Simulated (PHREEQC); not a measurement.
Na3PO4 is added in steps, without added water, to 1 kg of water holding 0.19 mol HF, 0.17 mol KF and 0.0029 mol HCl, at 25 °C. O2 is buffered at 0.21 atm. CO2 from the air is kept out. Only these solids could form: Halite.

Base run: PHREEQC, ion-association model, wateq4f.dat. Each further column changes one thing. The table gives HF2- (mol/kgw).

```csv
Na3PO4 added (mol),base,all activity coefficients set to 1,database phreeqc.dat,metal-ligand complexes left out,Debye-Hückel limiting law
0,0.0465,0.0456,0.0571,0.0465,0.0457
0.045,0.0412,0.0391,0.0445,0.0420,0.0401
0.09,0.00775,0.00708,0.00740,0.00794,0.00806
0.135,7.49e-5,4.77e-5,6.26e-5,7.32e-5,0.000214
0.18,7.96e-6,4.88e-6,6.28e-6,7.90e-6,3.02e-5
0.225,7.11e-9,6.87e-10,8.98e-9,1.14e-8,2.69e-7
0.27,3.01e-9,2.51e-10,3.66e-9,5.08e-9,2.01e-7
0.315,1.91e-9,1.41e-10,2.21e-9,3.37e-9,2.15e-7
0.36,1.39e-9,9.19e-11,1.52e-9,2.57e-9,2.54e-7
```

The ionic strength passes 0.7 mol/kgw, the rough limit of the ion-association models, in part of: base; all activity coefficients set to 1; database phreeqc.dat; metal-ligand complexes left out; Debye-Hückel limiting law. wateq4f.dat counts part of the HF as a dimer, H2F2, which phreeqc.dat doesn't know; its constant is uncertain. H3PO4, which wateq4f.dat lacks, is added to it with the constant of phreeqc.dat. phreeqc.dat and wateq4f.dat share most of their constants, so their agreement is no independent check. Solids allowed in the column 'database phreeqc.dat': Halite, Sylvite.
